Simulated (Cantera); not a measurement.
Charge: 1 mol Al(CH3)3, 15 mol H2O, 3.2 mol N2, 0.00089 mol H2, equilibrated at 900 Pa.

These are equilibrium values from Cantera (NASA tables, ideal gas, pure condensed phases), not measurements of a reactor. Candidate condensed phases: Al, AlN, Al2O3, C, C6H6, C7H8, C8H18, H2O; 148 gas species. The feed counts by its element totals alone. Rates play no part.

x: gas mole fraction; n: condensed amount in mol.

```tsv
T (K)	x H2	x H2O	x N2	x CO	x CO2	x H	x OH	n Al2O3(s)
850	0.432	0.327	0.125	0.0352	0.0815	1.42e-10	<1e-12	0.500
950	0.419	0.339	0.125	0.0476	0.0691	3.80e-9	4.53e-12	0.500
1050	0.409	0.350	0.125	…	…	…	…	0.500
1150	0.400	0.358	0.125	0.0666	0.0501	4.98e-7	2.69e-9	0.500
1250	0.394	0.365	0.125	0.0733	…	…	…	0.500
1350	0.388	0.370	0.125	0.0786	0.0381	1.57e-5	2.42e-7	0.500
1450	0.384	0.375	0.125	0.0828	0.0339	6.18e-5	1.44e-6	0.500
1550	0.381	0.378	0.124	0.0861	0.0306	0.000205	6.84e-6	0.500
1650	0.378	0.381	0.124	0.0888	0.0279	0.000589	2.68e-5	0.500
1750	0.375	0.382	0.124	0.0910	0.0256	0.00150	8.98e-5	0.500
1850	0.372	0.384	0.124	0.0927	0.0238	0.00346	0.000264	0.500
1950	0.368	0.384	0.124	0.0940	0.0223	0.00733	0.000695	0.500
2050	0.362	0.382	0.123	0.0948	0.0210	0.0144	0.00166	0.500
2150	0.354	0.378	0.123	0.0951	0.0199	0.0264	0.00365	0.500
```

Task: Some entries are withheld; supply them.

Result: 
- 1250, x CO2: 0.0434
- 1250, x H: 3.20e-6
- 1250, x OH: 3.06e-8
- 1050, x CO: 0.0581
- 1050, x CO2: 0.0586
- 1050, x H: 5.47e-8
- 1050, x OH: 1.49e-10
